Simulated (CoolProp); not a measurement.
Properties of n-hexane along the isotherm 600 K.

Values from CoolProp's reference Helmholtz-energy equation of state, Thol 2019.

```json
[
 {"p (bar)": "1.52", "phase": "gas", "viscosity (µPa s)": "12.5", "Prandtl number": "0.738"},
 {"p (bar)": "3.04", "phase": "gas", "viscosity (µPa s)": "12.5", "Prandtl number": "0.744"},
 {"p (bar)": "4.57", "phase": "gas", "viscosity (µPa s)": "12.6", "Prandtl number": "0.751"},
 {"p (bar)": "6.09", "phase": "gas", "viscosity (µPa s)": "12.7", "Prandtl number": "0.760"},
 {"p (bar)": "7.61", "phase": "gas", "viscosity (µPa s)": "12.8", "Prandtl number": "0.771"},
 {"p (bar)": "9.13", "phase": "gas", "viscosity (µPa s)": "13.0", "Prandtl number": "0.783"},
 {"p (bar)": "10.7", "phase": "gas", "viscosity (µPa s)": "13.2", "Prandtl number": "0.797"},
 {"p (bar)": "12.2", "phase": "gas", "viscosity (µPa s)": "13.4", "Prandtl number": "0.811"},
 {"p (bar)": "13.7", "phase": "gas", "viscosity (µPa s)": "13.6", "Prandtl number": "0.825"},
 {"p (bar)": "15.2", "phase": "gas", "viscosity (µPa s)": "13.9", "Prandtl number": "0.840"}
]
```

Viscosity comes from a separate model (Michailidou 2013). Thermal conductivity comes from a separate model (Assael 2013).
